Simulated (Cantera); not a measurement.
A closed system holds: 1 mol HgO, 0.056 mol H2, at 1.00 bar.

Method: chemical equilibrium by Gibbs-energy minimisation in Cantera with the NASA 1993 tables (ideal gas, pure condensed phases). Candidate condensed phases: H2O, Hg, HgO; 10 gas species. The numbers say what is thermodynamically allowed, not how fast it happens.

### Question
Which condensed phases are stable at each of these points (T (K)): 548, 698, 848, 998, 1148, 1298, 1448, 1598?

### Answer
| T (K) | condensed phases | Hg condensed (%) |
|---|---|---|
| 548 | Hg(l) + HgO(s) | 98.7 |
| 698 | HgO(s) | 90.9 |
| 848 | gas only | 0.0 |
| 998 | gas only | 0.0 |
| 1148 | gas only | 0.0 |
| 1298 | gas only | 0.0 |
| 1448 | gas only | 0.0 |
| 1598 | gas only | 0.0 |

At 548 K the condensed part is Hg(l) + HgO(s). At 698 K the condensed part is HgO(s). From 848 K to 1598 K nothing is condensed.
